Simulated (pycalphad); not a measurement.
CALPHAD calculation (pycalphad, COST 507 light-alloy database (1999)), 1 atm. These are 1990s assessments: newer ones move some temperatures and phases. Phase fractions are per mole of atoms. Diffusion is slow at the low end, where real alloys seldom reach equilibrium.

Question: Give the equilibrium state of Ti-2.25Hf-11.09B (at.%) at 950 K.

Answer: 
```
T = 950.00 K, P = 101325 Pa, N = 1 mol of atoms
G = -57506 J/mol, H = 229 J/mol, S = 60.77 J/(mol K)  (SER reference)
chemical potentials (J/mol): Ti -41786, Hf -78225, B -176140
phase             fraction      x(Ti)      x(Hf)       x(B)
HCP_A3              0.7797     0.9706     0.0284   0.000937
BM                  0.2203     0.4984     0.0016     0.5000
```

Question: Give the equilibrium state of Ti-2.25Hf-11.09B (at.%) at 1650 K.

Answer: bcc, fraction 0.781, with 2.8 Hf, 0.20 B at.%; BM, fraction 0.219, with 0.26 Hf, 50.0 B at.%.

Database names, with the compositions (at.%) that they take in these runs: BM: Ti 50 B 50. HCP_A3 is hcp.
